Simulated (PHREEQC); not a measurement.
Consider water at 25 °C with 56 mmol/kgw KOH, 83 mmol/kgw KNO3 and 16 mmol/kgw CO2. Closed to the air; pH follows from the charge balance.

The numbers come from PHREEQC with the ion-association model, phreeqc.dat.

```json
[
 {"quantity": "pH", "before": "12.24", "after": "10.75"},
 {"quantity": "ionic strength (mol/kgw)", "before": "0.155", "after": "0.154"},
 {"quantity": "HCO3- (mol/kgw)", "before": "8.62e-5", "after": "0.00141"}
]
```

Task: Which change was made?
A. 0.05 mol/kgw H2SO4 added
B. 0.037 mol/kgw NaOH added
C. temperature from 25 to 10 °C
D. 0.0015 mol/kgw Na2CO3 added
E. temperature from 25 to 85 °C

Result: E, temperature from 25 to 85 °C

No solid was allowed to form. Constants without temperature data keep their 25 °C values here.
